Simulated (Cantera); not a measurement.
Input: 1 mol BF3, 0.17 mol NH3, 0.14 mol N2, 2.2 mol O2, at 0.133 bar.

Equilibrium computed with Cantera from the NASA thermochemical tables; the gas is ideal and each condensed phase is pure. Candidate condensed phases: B, BN, B2O3, B3O3H3, H2O; 62 gas species. The tables' values for BF2 are old estimates; treat these amounts as uncertain. Gases not in the tables: H3BO3. The numbers say what is thermodynamically allowed, not how fast it happens.

log p: log10 of the partial pressure in bar; nothing condenses.

```tsv
T (°C)	log p O2	log p BF3	log p HF	log p BOF	log p N2	log p H2O	log p B3O3F3
527	-1.11	-1.47	-2.19	-7.39	-2.08	-2.21	-2.97
727	-1.11	-1.50	…	…	-2.08	…	…
927	-1.12	-1.52	-1.88	-3.29	-2.08	-2.55	-2.70
1127	-1.13	-1.55	…	…	-2.09	…	…
1327	-1.14	-1.58	-1.76	-2.07	-2.11	-3.57	-4.96
1527	-1.14	-1.58	-1.75	-2.05	-2.11	-4.37	-6.86
1727	-1.14	-1.59	-1.75	-2.05	-2.12	-5.03	-8.40
```

Problem. Fill in the missing entries.

Solution. 
- 1127, log p HF: -1.82
- 1127, log p BOF: -2.30
- 1127, log p H2O: -2.84
- 1127, log p B3O3F3: -3.11
- 727, log p HF: -1.99
- 727, log p BOF: -4.91
- 727, log p H2O: -2.36
- 727, log p B3O3F3: -2.77
